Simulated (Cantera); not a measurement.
A closed system holds: 1 mol CH2F2, held at 100000 Pa.

Method: chemical equilibrium by Gibbs-energy minimisation in Cantera with the NASA 1993 tables (ideal gas, pure condensed phases). Candidate condensed phases: C, C6H6, C7H8, C8H18; 95 gas species. Rates play no part. All values below are at 1252 °C.

Base state: HF 1.000, H2 2.10e-5, H2F2 1.24e-5, CF4 1.03e-5 (mole fractions); condensed: C(graphite).

Q: What changes in the equilibrium state with this change: CH2F2 replaced by CH3Cl?

A: 
```
species            before     after
----------------  -------  --------
HCl                     0     0.500
H2                2.10e-5     0.499
CH4                 <1e-9  0.000568
HF                  1.000         0
Cl                      0   1.34e-5
H2F2              1.24e-5         0
CF4               1.03e-5         0
H                 1.08e-7   1.67e-5
C(graphite), mol    1.000     0.999
```
